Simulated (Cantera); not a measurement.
Cantera run:

```python
import numpy as np
import cantera as ct

gas_names = [...]  # 123 gases of nasa_gas.yaml made of C, H, O, Si
cond_names = """
    C(gr) C6H6(L) C7H8(L) C8H18(L),n-octa H2O(s) H2O(L) Si(cr) Si(L) SiC(b) SiO2(Lqz) SiO2(hqz) SiO2(L)
""".split()


# ... load() reads the species with a 1 bar reference pressure and builds the phases ...
atoms = {
    'HMDSO': {'Si': 2, 'C': 6, 'H': 18, 'O': 1},
    'O2': {'O': 2},
}
top_T = {'C(gr)': 4500, 'SiC(b)': 3050}  # K; cautious upper limits of use, not melting points


# ... equilibrate(T, P, feed) seeds the gas with the atoms and calls Mixture.equilibrate('TP', solver="vcs", rtol=1e-11, max_steps=5000) ...
results = []
feed = {'HMDSO': 1, 'O2': 3.9}  # mol
P = 13332.2  # Pa
for T in [623, 773, 923, 1073, 1223, 1373, 1523, 1673]:
    mix = equilibrate(T, P, feed)
    results.append((T, P, feed, dict(zip(mix.species_names, mix.species_moles))))

top = {s: max(r[3][s] / sum(r[3][g] for g in gas_names) for r in results) for s in gas_names}
cols = sorted((s for s in top if top[s] > 1e-06), key=lambda s: -top[s])[:8]
seen = [c for c in cond_names if any(r[3].get(c, 0) > 1e-12 for r in results)]
print("log10 of partial pressures in bar; condensed amounts in mol")
print(f"{'T/K':>10s}" + "".join(f"{s[:9]:>10s}" for s in cols + seen))
for T, P, feed, n in results:
    ng = sum(n[g] for g in gas_names)
    print(f"{T:10.4g}" + "".join(f"{np.log10(max(n[s] / ng * P / 1e5, 1e-99)):10.3f}" for s in cols)
          + "".join(f"{n.get(c, 0):10.4g}" for c in seen))
```

Output:

```
log10 of partial pressures in bar; condensed amounts in mol
       T/K        H2       H2O        CO       CH4       CO2       SiO         H C2H2,acet     C(gr)    SiC(b) SiO2(Lqz) SiO2(hqz)
       623    -1.574    -1.243    -3.545    -1.441    -1.887   -36.263   -16.415   -17.667     3.151         0         2         0
       773    -1.140    -1.568    -2.106    -1.955    -1.824   -26.383   -12.612   -13.545     3.489         0         2         0
       923    -1.067    -2.313    -1.435    -2.767    -2.370   -19.458   -10.145   -10.991      1.91         0         0         2
      1073    -1.063    -3.289    -1.340    -3.464    -3.532   -14.110    -8.385    -9.207     1.248         0         0         2
      1223    -1.061    -4.093    -1.334    -3.998    -4.530   -10.028    -7.053    -7.867     1.201         0         0         2
      1373    -1.061    -4.724    -1.334    -4.420    -5.311    -6.850    -6.008    -6.823     1.198         0         0         2
      1523    -1.061    -5.231    -1.334    -4.760    -5.932    -4.312    -5.167    -5.989     1.194         0         0     1.995
      1673    -1.093    -5.157    -1.294    -5.582    -5.877    -2.760    -4.490    -6.297         0    0.3357         0     1.471
```

Equilibrium computed with Cantera from the NASA thermochemical tables; the gas is ideal and each condensed phase is pure. The feed counts by its element totals alone. Mutual solubility and eutectic melting of coexisting phases are not modelled. The tables hold silica as quartz up to 1696 K and as liquid above; real silica turns to tridymite and cristobalite and melts near 1996 K.
